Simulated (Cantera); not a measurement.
Mixture: CH4 : CO : O2 : N2 = 1 : 1.2 : 4.48 : 13.4 (molar parts), at 1.00 bar, adiabatic and at constant volume. Ignition delay is the time to a rise of 400 K.

Detailed kinetics in Cantera: GRI-Mech 3.0 (53 species, 325 reactions).

**Question.** What does this change do: 1.4 parts CO2 added?

**Answer.** 
```json
[
 {"quantity": "delay at 1000 K", "before": "0.931 s", "after": "1.02 s"},
 {"quantity": "delay at 1050 K", "before": "0.353 s", "after": "0.387 s"},
 {"quantity": "delay at 1100 K", "before": "0.143 s", "after": "0.157 s"},
 {"quantity": "delay at 1150 K", "before": "61.2 ms", "after": "67.6 ms"},
 {"quantity": "delay at 1200 K", "before": "27.6 ms", "after": "30.6 ms"},
 {"quantity": "delay at 1250 K", "before": "13.1 ms", "after": "14.5 ms"},
 {"quantity": "delay at 1300 K", "before": "6.51 ms", "after": "7.24 ms"},
 {"quantity": "apparent activation energy between 1200 and 1300 K", "before": "190 kJ/mol", "after": "190 kJ/mol"}
]
```

**Question.** What does this change do: pressure from 1.00 bar to 3.10 bar?

**Answer.** 
| quantity | before | after |
|---|---|---|
| delay at 1000 K | 0.931 s | 0.359 s |
| delay at 1050 K | 0.353 s | 0.137 s |
| delay at 1100 K | 0.143 s | 56.1 ms |
| delay at 1150 K | 61.2 ms | 24.6 ms |
| delay at 1200 K | 27.6 ms | 11.4 ms |
| delay at 1250 K | 13.1 ms | 5.53 ms |
| delay at 1300 K | 6.51 ms | 2.81 ms |
| apparent activation energy between 1200 and 1300 K | 190 kJ/mol | 180 kJ/mol |
